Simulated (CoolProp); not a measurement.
Saturated liquid density (kg/m³) of R1233zd(E): the reference equation beside estimates from Tc = 438.9 K, pc = 3.583 MPa, ω = 0.304. Rackett uses Z = 0.29056 − 0.08775 ω.

Computed with CoolProp (reference Helmholtz-energy equation of state, Akasaka 2022).

```csv
T (K),reference,Rackett,van der Waals,Redlich-Kwong,Soave-Redlich-Kwong,Peng-Robinson
232.2,1411,1422,826.1,1224,1261,1419
247.1,1379,1390,809.2,1196,1236,1393
262,1346,1357,791.4,1165,1209,1364
276.9,1313,1323,772.7,1133,1180,1333
291.7,1278,1287,753.2,1099,1149,1299
306.6,1242,1250,732.2,1062,1114,1261
321.5,1204,1211,709.9,1022,1076,1219
336.4,1164,1170,685.9,979.2,1034,1173
351.3,1121,1125,660.0,932.5,987.7,1121
366.2,1073,1077,631.5,881.2,935.5,1062
381.1,1021,1024,599.8,824.1,875.9,993.8
395.9,960.8,964.0,563.8,759.7,807.0,914.2
410.8,887.2,891.2,520.5,682.9,722.9,816.0
```

Absolute difference from the reference over all 13 rows, mean and median: Rackett 0.6 and 0.6 %, van der Waals 41.2 and 41.2 %, Redlich-Kwong 16.2 and 15.1 %, Soave-Redlich-Kwong 12.1 and 10.6 %, Peng-Robinson 2.0 and 1.3 %.
